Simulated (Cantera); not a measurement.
Input: 1 mol SiCl4, 270 mol H2, equilibrated at 2423.15 K and 0.133 bar.

Equilibrium computed with Cantera from the NASA thermochemical tables; the gas is ideal and each condensed phase is pure. Candidate condensed phases: Si; 19 gas species. The tables' values for SiCl are old estimates; treat these amounts as uncertain. Gases not in the tables: Si2H6 and higher silanes. Kinetics and transport are ignored.

Base state: H2 0.935, H 0.0470, HCl 0.0136, Si 0.00300, Cl 0.000488, SiH 0.000315, SiH2 0.000110, SiCl 8.49e-5 (mole fractions); condensed: gas only.

Task: What changes in the equilibrium state with this change: temperature from 2423.15 K to 1448.15 K?

Result: 
```
species       before     after
----------  --------  --------
H2             0.935     0.986
HCl           0.0136    0.0135
SiCl2        4.76e-5  0.000570
H             0.0470   2.51e-5
Si           0.00300   2.20e-8
Si2          1.08e-5     <1e-9
SiH         0.000315   3.20e-8
Cl          0.000488   2.80e-7
SiCl         8.49e-5   1.26e-7
Si(s), mol         0     0.839
```
